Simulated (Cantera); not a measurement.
A Cantera script and what it prints.

```python
import numpy as np
import cantera as ct

gas_names = [...]  # 109 gases of nasa_gas.yaml made of C, Cl, H, Si
cond_names = """
    C(gr) C6H6(L) C7H8(L) C8H18(L),n-octa Si(cr) Si(L) SiC(b)
""".split()


# ... load() reads the species with a 1 bar reference pressure and builds the phases ...
atoms = {
    'CH3SiCl3': {'C': 1, 'H': 3, 'Si': 1, 'CL': 3},
    'C2H2': {'C': 2, 'H': 2},
    'H2': {'H': 2},
}
top_T = {'C(gr)': 4500, 'SiC(b)': 3050}  # K; cautious upper limits of use, not melting points


# ... equilibrate(T, P, feed) seeds the gas with the atoms and calls Mixture.equilibrate('TP', solver="vcs", rtol=1e-11, max_steps=5000) ...
results = []
feed = {'CH3SiCl3': 1, 'C2H2': 0.59, 'H2': 1}  # mol
T = 1848  # K
P = 670  # Pa
mix = equilibrate(T, P, feed)
results.append((T, P, feed, dict(zip(mix.species_names, mix.species_moles))))
x = sorted(zip(gas.X, gas.species_names), reverse=True)
print(f"T = {T:g} K  P = {P:g} Pa  gas = {mix.phase_moles(0):.4g} mol")
print("   x: " + "  ".join(f"{s} {v:.3e}" for v, s in x if v > 1e-06))
print("   condensed (mol): " + ("  ".join(f"{mix.phase(i).name} {mix.phase_moles(i):.4g}"
      for i in range(1, mix.n_phases) if mix.phase_moles(i) > 1e-12) or "none"))
```

It prints:

```
T = 1848 K  P = 670 Pa  gas = 4.605 mol
   x: HCL 5.249e-01  H2 4.063e-01  SiCL2 5.858e-02  H 4.129e-03  CL 4.055e-03  SiCL3 1.623e-03  SiCL 1.235e-04  C2H2,acetylene 1.046e-04  SiCL4 6.645e-05  Si 2.793e-05  SiHCL3 1.447e-05  SiH 1.453e-06
   condensed (mol): C(gr) 1.457  SiC(b) 0.7217
```

Cantera equilibrium calculation (NASA polynomials, part measured and part estimated; ideal gas, pure solids and liquids). The feed counts by its element totals alone. The tables' values for SiCl3, SiCl are old estimates; treat these amounts as uncertain.
